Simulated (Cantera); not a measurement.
A closed system holds: 1 mol Ti(OiPr)₄, 0.41 mol O₂, held at 1400 K and 150 Pa.

Cantera equilibrium calculation (NASA polynomials, part measured and part estimated; ideal gas, pure solids and liquids). Candidate condensed phases: C, C₆H₆, C₇H₈, C₈H₁₈, H₂O, Ti, TiC, TiO, TiO₂, Ti₂O₃, Ti₃O₅, Ti₄O₇; 113 gas species. The feed counts by its element totals alone. TiC: taken at fixed stoichiometry. Kinetics and transport are ignored.

Base state: H₂ 0.744, CO 0.256, H 0.000108 (mole fractions); condensed: C(graphite) + TiC(s).

Q: What changes in the equilibrium state with this change: temperature from 1400 K to 1073.15 K?

A: 
```json
[
 {"species": "H₂", "before": "0.744", "after": "0.820"},
 {"species": "CO", "before": "0.256", "after": "0.180"},
 {"species": "CH₄", "before": "3.58e-6", "after": "4.63e-5"},
 {"species": "H", "before": "0.000108", "after": "3.29e-7"},
 {"species": "H₂O", "before": "1.06e-6", "after": "2.87e-5"},
 {"species": "C(graphite), mol", "before": "6.18", "after": "8.93"},
 {"species": "TiC(s), mol", "before": "1.00", "after": "0"},
 {"species": "Ti₄O₇(s), mol", "before": "0", "after": "0.250"}
]
```
Condensed phases not in the tables: Magnéli phases beyond Ti₄O₇.
